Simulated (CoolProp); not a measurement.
n-perfluorohexane along the isotherm 450 K: fugacity coefficient from the reference equation and from simpler models built on Tc = 448.0 K, pc = 1.742 MPa, ω = 0.497; each cubic takes its own stable root.

Values from CoolProp's reference Helmholtz-energy equation of state, Gao 2022.

```tsv
p (MPa)	phase	reference	van der Waals	Redlich-Kwong	Soave-Redlich-Kwong	Peng-Robinson
0.0871	gas	0.9828	0.9853	0.9832	0.9833	0.9814
0.174	gas	0.9657	0.9707	0.9666	0.9667	0.9630
0.261	gas	0.9487	0.9561	0.9500	0.9502	0.9448
0.348	gas	0.9318	0.9416	0.9336	0.9339	0.9268
0.435	gas	0.9149	0.9270	0.9172	0.9176	0.9089
0.522	gas	0.8981	0.9125	0.9009	0.9013	0.8912
0.61	gas	0.8811	0.8978	0.8845	0.8850	0.8734
0.697	gas	0.8644	0.8833	0.8684	0.8689	0.8560
0.784	gas	0.8477	0.8687	0.8523	0.8529	0.8387
0.871	gas	0.8310	0.8541	0.8362	0.8369	0.8215
```
